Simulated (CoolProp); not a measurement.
Vapour-liquid equilibrium of R245fa (1) + isopentane (2) at 0.892 bar; x and y are mole fractions of (1).

Values from CoolProp's multi-fluid Helmholtz-energy mixture model, Akasaka 2015 and Lemmon 2006; pair parameters Bell 2016.

```tsv
x	bubble temperature, mixture model (°C)	bubble temperature, Raoult's law (°C)	y, mixture model	y, Raoult's law
0.05	17.6	23.3	0.245	0.078
0.2	8.0	21.0	0.537	0.287
0.35	5.1	18.9	0.622	0.463
0.5	4.5	17.0	0.646	0.615
0.65	4.5	15.3	0.649	0.747
0.8	4.6	13.8	0.662	0.864
0.95	7.8	12.4	0.809	0.968
```

The largest gap from Raoult's law is -13.8 K in bubble temperature, at x = 0.35. y crosses x between x = 0.5 and 0.65: the model has an azeotrope there.

Pair parameters are fitted to limited data, so mixtures are less certain than the pure fluids. With so large a gap from Raoult's law the liquid may split in two, which this calculation doesn't test in full.
